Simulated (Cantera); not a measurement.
What does this Cantera script print?

```python
import numpy as np
import cantera as ct

gas = ct.Solution("gri30.yaml")
gas.TPX = 350, 31000, {'CH4': 1, 'H2': 0.052, 'O2': 1.56, 'N2': 5.86}
inlet = ct.Reservoir(gas, clone=True)
gas.equilibrate("HP")  # start burning
reactor = ct.IdealGasConstPressureReactor(gas, energy="on", clone=False)
exhaust = ct.Reservoir(gas, clone=True)
tau = [0.083, 0.046, 0.026, 0.014, 0.0079, 0.0044, 0.0024, 0.0013, 0.00075, 0.00042, 0.00023, 0.00013, 7.1e-05][0]
for a, b in ((inlet, reactor), (reactor, exhaust)):
    ct.MassFlowController(a, b, mdot=lambda t: reactor.mass / tau)
net = ct.ReactorNet([reactor])
show = ['CH4', 'H2', 'O2', 'O', 'HCO', 'OH']

rows = []
print(f"{'tau/s':>10s}{'T/K':>9s}" + "".join(f"{s:>11s}" for s in show))
for tau in [0.083, 0.046, 0.026, 0.014, 0.0079, 0.0044, 0.0024, 0.0013, 0.00075, 0.00042, 0.00023, 0.00013, 7.1e-05]:
    net.initial_time = 0.0
    net.advance(30 * tau)
    before = gas.X
    net.advance(40 * tau)
    drift = np.max(np.abs(gas.X - before) / (gas.X + 1e-9))
    rows.append([gas.T, *gas[show].X, drift])
    print(f"{tau:10.3e}{gas.T:9.1f}" + "".join(f"{x:11.3e}" for x in gas[show].X))
```

It prints:

```
     tau/s      T/K        CH4         H2         O2          O        HCO         OH
 8.300e-02   2052.1  1.780e-05  4.399e-02  3.964e-04  1.683e-04  1.709e-07  2.145e-03
 4.600e-02   2040.8  2.445e-05  4.403e-02  5.700e-04  2.392e-04  2.788e-07  2.519e-03
 2.600e-02   2028.2  3.448e-05  4.409e-02  7.967e-04  3.271e-04  4.517e-07  2.895e-03
 1.400e-02   2012.9  5.220e-05  4.418e-02  1.125e-03  4.426e-04  7.708e-07  3.294e-03
 7.900e-03   1997.6  7.961e-05  4.428e-02  1.529e-03  5.625e-04  1.278e-06  3.628e-03
 4.400e-03   1981.0  1.275e-04  4.439e-02  2.084e-03  6.879e-04  2.171e-06  3.903e-03
 2.400e-03   1962.8  2.170e-04  4.450e-02  2.914e-03  8.071e-04  3.819e-06  4.084e-03
 1.300e-03   1941.3  3.909e-04  4.459e-02  4.263e-03  9.029e-04  6.893e-06  4.118e-03
 7.500e-04   1915.1  7.038e-04  4.472e-02  6.395e-03  9.556e-04  1.195e-05  3.958e-03
 4.200e-04   1866.5  1.501e-03  4.522e-02  1.112e-02  9.318e-04  2.217e-05  3.387e-03
 2.300e-04    350.0  1.180e-01  6.138e-03  1.841e-01 -9.773e-23 -5.385e-35 -2.150e-25
 1.300e-04    350.0  1.180e-01  6.138e-03  1.841e-01 -1.214e-26  4.235e-42 -2.671e-29
 7.100e-05    350.0  1.180e-01  6.138e-03  1.841e-01 -7.649e-28  1.156e-44 -1.683e-30
```

Computed with Cantera and GRI-Mech 3.0 (53 species, 325 reactions).
